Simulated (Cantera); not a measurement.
An adiabatic, constant-pressure homogeneous reactor starts with C3H8 : O2 : N2 = 1 : 10.6 : 40 (molar parts), at 1600 K and 130000 Pa. Integrator tolerance rtol = 1e-08.

Model: GRI-Mech 3.0 (53 species, 325 reactions), integrated in Cantera. GRI-Mech 3.0 was tuned for natural gas; its chemistry of propane as a main component is partial and can be far from experiment.

What does this change do: 1.6 parts CO2 added?


```
quantity                                                          before                                  after
---------------------------------  -------------------------------------  -------------------------------------
time of steepest temperature rise                                28.3 µs                                28.9 µs
temperature at 2.00 s                                             2471 K                                 2434 K
equilibrium temperature                                           2471 K                                 2434 K
x(C3H8) at 2.00 s                  <1e-12 (gas-phase equilibrium <1e-12)  <1e-12 (gas-phase equilibrium <1e-12)
x(O2) at 2.00 s                    0.0975 (gas-phase equilibrium 0.0975)  0.0961 (gas-phase equilibrium 0.0961)
x(CH4) at 2.00 s                   <1e-12 (gas-phase equilibrium <1e-12)  <1e-12 (gas-phase equilibrium <1e-12)
x(NO) at 2.00 s                    0.0145 (gas-phase equilibrium 0.0145)  0.0133 (gas-phase equilibrium 0.0133)
x(C2H2) at 2.00 s                  <1e-12 (gas-phase equilibrium <1e-12)  <1e-12 (gas-phase equilibrium <1e-12)
x(CO2) at 2.00 s                   0.0520 (gas-phase equilibrium 0.0520)  0.0785 (gas-phase equilibrium 0.0785)
```
